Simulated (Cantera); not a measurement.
An isothermal, constant-pressure homogeneous reactor starts with 2.61 % H2, 96.7 % O2, 0.667 % H2O, at 1173 K and 10.00 Torr.

Detailed kinetics in Cantera: GRI-Mech 3.0 (53 species, 325 reactions). Radical loss at walls, strong at low pressure, is not modelled.

x: mole fraction; the columns are a selection and need not sum to one.

```json
[
 {"t (s)": "2.00e-5", "x H2": "0.0261", "x O2": "0.967", "x H2O2": "<1e-12", "x H2O": "0.00667", "x H": "2.28e-10", "x OH": "4.82e-11", "x HO2": "2.76e-10"},
 {"t (s)": "0.000132", "x H2": "0.0261", "x O2": "0.967", "x H2O2": "<1e-12", "x H2O": "0.00667", "x H": "9.26e-10", "x OH": "1.12e-9", "x HO2": "1.82e-9"},
 {"t (s)": "0.000865", "x H2": "0.0261", "x O2": "0.967", "x H2O2": "8.63e-12", "x H2O": "0.00667", "x H": "2.28e-8", "x OH": "5.24e-8", "x HO2": "1.23e-8"},
 {"t (s)": "0.00569", "x H2": "___", "x O2": "0.947", "x H2O2": "___", "x H2O": "___", "x H": "___", "x OH": "___", "x HO2": "___"},
 {"t (s)": "0.0374", "x H2": "0.000198", "x O2": "0.955", "x H2O2": "5.92e-8", "x H2O": "0.0314", "x H": "0.00131", "x OH": "0.00152", "x HO2": "2.19e-6"},
 {"t (s)": "0.246", "x H2": "___", "x O2": "0.965", "x H2O2": "___", "x H2O": "0.0329", "x H": "___", "x OH": "___", "x HO2": "___"},
 {"t (s)": "1.62", "x H2": "1.07e-6", "x O2": "0.967", "x H2O2": "1.04e-8", "x H2O": "0.0332", "x H": "5.15e-7", "x OH": "0.000114", "x HO2": "9.50e-8"},
 {"t (s)": "10.6", "x H2": "6.00e-8", "x O2": "0.967", "x H2O2": "1.33e-9", "x H2O": "0.0332", "x H": "7.02e-9", "x OH": "2.72e-5", "x HO2": "8.62e-9"},
 {"t (s)": "70.0", "x H2": "6.11e-9", "x O2": "0.967", "x H2O2": "1.80e-10", "x H2O": "0.0332", "x H": "2.32e-10", "x OH": "8.72e-6", "x HO2": "4.30e-9"}
]
```

Question: Some entries are withheld; supply them.

Answer: 
- 0.00569, x H2: 0.00116
- 0.00569, x H2O2: 1.15e-7
- 0.00569, x H2O: 0.0284
- 0.00569, x H: 0.00372
- 0.00569, x OH: 0.00276
- 0.00569, x HO2: 3.05e-6
- 0.246, x H2: 2.66e-5
- 0.246, x H2O2: 4.24e-8
- 0.246, x H: 6.23e-5
- 0.246, x OH: 0.000560
- 0.246, x HO2: 8.65e-7
